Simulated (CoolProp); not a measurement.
Methanol along the isobar 10600 kPa: density (kg/m³) from the reference equation and from simpler models built on Tc = 513.4 K, pc = 8216 kPa, ω = 0.565; each cubic takes its own stable root.

Values from CoolProp's reference Helmholtz-energy equation of state, de Reuck 1993.

```csv
T (K),phase,reference,Redlich-Kwong,Peng-Robinson
213.2,liquid,?,632.5,733.4
222,liquid,865.3,627.3,?
230.8,liquid,?,621.9,725.0
239.6,liquid,848.8,?,720.5
248.4,liquid,840.7,610.7,715.9
257.1,liquid,832.8,604.9,711.1
265.9,liquid,824.9,598.9,706.0
274.7,liquid,817.0,592.8,?
283.5,liquid,809.2,586.4,695.2
292.3,liquid,801.3,?,689.4
301,liquid,793.6,573.3,683.4
```

Problem. What belongs in the gaps?

Solution. 
- 213.2, reference: 873.6
- 222, Peng-Robinson: 729.3
- 230.8, reference: 857.0
- 239.6, Redlich-Kwong: 616.4
- 274.7, Peng-Robinson: 700.7
- 292.3, Redlich-Kwong: 579.9
